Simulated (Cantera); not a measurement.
Equilibrium for chemical vapour transport: Fe₂O₃ + H₂O + N₂

Charge: 1 mol Fe₂O₃, 0.14 mol H₂O, a varied amount of N₂, at 1427 °C and 710000 Pa.

These are equilibrium values from Cantera (NASA tables, ideal gas, pure condensed phases), not measurements of a reactor. Candidate condensed phases: Fe, FeO, Fe(OH)₂, Fe(OH)₃, Fe₂O₃, Fe₃O₄, H₂O; 27 gas species. Mutual solubility and eutectic melting of coexisting phases are not modelled. Rates play no part.

```json
[
 {"n(N₂) (mol)": "0.96", "x N₂": "0.819", "x H₂O": "0.119", "x O₂": "0.0602", "x NO": "0.00158", "x OH": "0.000178", "x NO₂": "7.11e-6", "x O": "4.12e-6", "x H₂": "3.67e-6", "n Fe₂O₃(s)": "0.571", "n Fe₃O₄(s)": "0.286"},
 {"n(N₂) (mol)": "1.7", "x N₂": "0.867", "x H₂O": "0.0714", "x O₂": "0.0602", "x NO": "0.00163", "x OH": "0.000138", "x NO₂": "7.31e-6", "x O": "4.12e-6", "x H₂": "2.19e-6", "n Fe₂O₃(s)": "0.282", "n Fe₃O₄(s)": "0.479"},
 {"n(N₂) (mol)": "2.5", "x N₂": "0.890", "x H₂O": "0.0498", "x O₂": "0.0585", "x NO": "0.00163", "x OH": "0.000114", "x NO₂": "7.20e-6", "x O": "4.06e-6", "x H₂": "1.55e-6", "n Fe₂O₃(s)": "0", "n Fe₃O₄(s)": "0.667"},
 {"n(N₂) (mol)": "3.3", "x N₂": "0.914", "x H₂O": "0.0388", "x O₂": "0.0455", "x NO": "0.00145", "x OH": "9.46e-5", "x NO₂": "5.67e-6", "x O": "3.58e-6", "x H₂": "1.37e-6", "n Fe₂O₃(s)": "0", "n Fe₃O₄(s)": "0.667"},
 {"n(N₂) (mol)": "4", "x N₂": "0.928", "x H₂O": "0.0325", "x O₂": "0.0380", "x NO": "0.00134", "x OH": "8.28e-5", "x NO₂": "4.78e-6", "x O": "3.27e-6", "x H₂": "1.26e-6", "n Fe₂O₃(s)": "0", "n Fe₃O₄(s)": "0.667"},
 {"n(N₂) (mol)": "4.8", "x N₂": "0.939", "x H₂O": "0.0274", "x O₂": "0.0320", "x NO": "0.00124", "x OH": "7.28e-5", "x NO₂": "4.05e-6", "x O": "3.00e-6", "x H₂": "1.15e-6", "n Fe₂O₃(s)": "0", "n Fe₃O₄(s)": "0.667"},
 {"n(N₂) (mol)": "5.6", "x N₂": "0.947", "x H₂O": "0.0237", "x O₂": "0.0276", "x NO": "0.00115", "x OH": "6.53e-5", "x NO₂": "3.51e-6", "x O": "2.79e-6", "x H₂": "1.07e-6", "n Fe₂O₃(s)": "0", "n Fe₃O₄(s)": "0.667"}
]
```
x: gas mole fraction; n: condensed amount in mol.

From 0.96 mol N₂ to 1.7 mol N₂ the condensed part is Fe₂O₃(s) + Fe₃O₄(s). From 2.5 mol N₂ to 5.6 mol N₂ the condensed part is Fe₃O₄(s). The main Fe-bearing gas is Fe(OH)₂ throughout.
